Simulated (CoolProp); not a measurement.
Octamethylcyclotetrasiloxane (D4) along the isotherm 620 K: Z from the reference equation and from simpler models built on Tc = 586.5 K, pc = 1347 kPa, ω = 0.598; each cubic takes its own stable root.

Model: reference Helmholtz-energy equation of state, Thol 2015, in CoolProp.

```json
[
 {"p (kPa)": "10.7", "phase": "gas", "reference": "0.9977", "van der Waals": "0.9979", "Redlich-Kwong": "0.9977", "Soave-Redlich-Kwong": "0.9978", "Peng-Robinson": "0.9975"},
 {"p (kPa)": "20.2", "phase": "gas", "reference": "0.9957", "van der Waals": "0.9961", "Redlich-Kwong": "0.9956", "Soave-Redlich-Kwong": "0.9959", "Peng-Robinson": "0.9954"},
 {"p (kPa)": "38.3", "phase": "gas", "reference": "0.9919", "van der Waals": "0.9926", "Redlich-Kwong": "0.9917", "Soave-Redlich-Kwong": "0.9922", "Peng-Robinson": "0.9912"},
 {"p (kPa)": "72.6", "phase": "gas", "reference": "0.9846", "van der Waals": "0.9859", "Redlich-Kwong": "0.9842", "Soave-Redlich-Kwong": "0.9852", "Peng-Robinson": "0.9833"},
 {"p (kPa)": "138", "phase": "gas", "reference": "0.9704", "van der Waals": "0.9729", "Redlich-Kwong": "0.9698", "Soave-Redlich-Kwong": "0.9717", "Peng-Robinson": "0.9680"},
 {"p (kPa)": "261", "phase": "gas", "reference": "0.9431", "van der Waals": "0.9476", "Redlich-Kwong": "0.9419", "Soave-Redlich-Kwong": "0.9458", "Peng-Robinson": "0.9389"},
 {"p (kPa)": "494", "phase": "gas", "reference": "0.8886", "van der Waals": "0.8964", "Redlich-Kwong": "0.8862", "Soave-Redlich-Kwong": "0.8944", "Peng-Robinson": "0.8818"},
 {"p (kPa)": "937", "phase": "gas", "reference": "0.7732", "van der Waals": "0.7817", "Redlich-Kwong": "0.7660", "Soave-Redlich-Kwong": "0.7864", "Peng-Robinson": "0.7639"},
 {"p (kPa)": "1780", "phase": "supercritical", "reference": "0.4806", "van der Waals": "0.3889", "Redlich-Kwong": "0.4113", "Soave-Redlich-Kwong": "0.5177", "Peng-Robinson": "0.4875"},
 {"p (kPa)": "3370", "phase": "supercritical", "reference": "0.4011", "van der Waals": "0.5152", "Redlich-Kwong": "0.4359", "Soave-Redlich-Kwong": "0.4663", "Peng-Robinson": "0.4250"}
]
```
